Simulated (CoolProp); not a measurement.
A single-stage vapour-compression cycle with R134a: evaporating at 281.15 K (dew point), condensing at 346.15 K (bubble point), superheat 10 K, subcooling 8 K, compressor efficiency 0.65, no pressure losses. Each further row changes one setting.

The numbers come from the reference Helmholtz-energy equation of state, Tillner-Roth 1994 in CoolProp.

```tsv
case	cooling COP	pressure ratio	discharge temperature (K)	refrigerating effect (kJ/kg)	volumetric capacity (kJ/m³)
as stated	1.97	5.84	377.4	117	2110
evaporating temperature 286.15 K	2.24	4.94	375.2	120	2540
condensing temperature 341.15 K	2.25	5.22	371.5	125	2250
subcooling 13 K	2.11	5.84	377.4	125	2260
superheat 20 K	2.02	5.84	387.7	126	2170
compressor efficiency 0.55	1.67	5.84	386.3	117	2110
```
